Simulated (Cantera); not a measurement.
## Stirred combustor or abatement burner

A perfectly stirred reactor is fed with 21.2 % CO, 2.75 % H2, 8.55 % O2, 67.5 % N2, equivalence ratio 1.4, at 1.20 bar; it is adiabatic with a 650 K inlet, and is followed from long to short residence time, starting on the burning branch (τ in s: 0.23, 0.086, 0.032, 0.012, 0.0044, 0.0016, 0.00061, 0.00023, 8.5e-05, 3.2e-05).

Detailed kinetics in Cantera: GRI-Mech 3.0 (53 species, 325 reactions).

| τ (s) | T (K) | x CO | x H2 | x O2 | x H2O2 | x N2O | x NO |
|---|---|---|---|---|---|---|---|
| 0.23 | 2005 | 0.0731 | 0.00268 | 0.000548 | 6.74e-9 | 3.39e-8 | 0.000181 |
| 0.086 | 1990 | 0.0744 | 0.00274 | 0.00119 | 1.32e-8 | 5.06e-8 | 0.000187 |
| 0.032 | 1962 | 0.0768 | 0.00286 | 0.00242 | 2.46e-8 | 7.09e-8 | 0.000168 |
| 0.012 | 1917 | 0.0807 | 0.00306 | 0.00442 | 4.45e-8 | 9.12e-8 | 0.000139 |
| 0.0044 | 1849 | 0.0861 | 0.00335 | 0.00730 | 8.15e-8 | 1.08e-7 | 0.000115 |
| 0.0016 | 1755 | 0.0929 | 0.00368 | 0.0109 | 1.53e-7 | 1.18e-7 | 9.95e-5 |
| 0.00061 | 1639 | 0.101 | 0.00388 | 0.0151 | 2.85e-7 | 1.24e-7 | 8.09e-5 |
| 0.00023 | 1481 | 0.115 | 0.00386 | 0.0226 | 5.37e-7 | 1.34e-7 | 4.57e-5 |
| 8.5e-5 | 650 | 0.212 | 0.0275 | 0.0855 | <1e-12 | <1e-12 | <1e-12 |
| 3.2e-5 | 650 | 0.212 | 0.0275 | 0.0855 | <1e-12 | <1e-12 | <1e-12 |
x: mole fraction; the columns are a selection and need not sum to one.
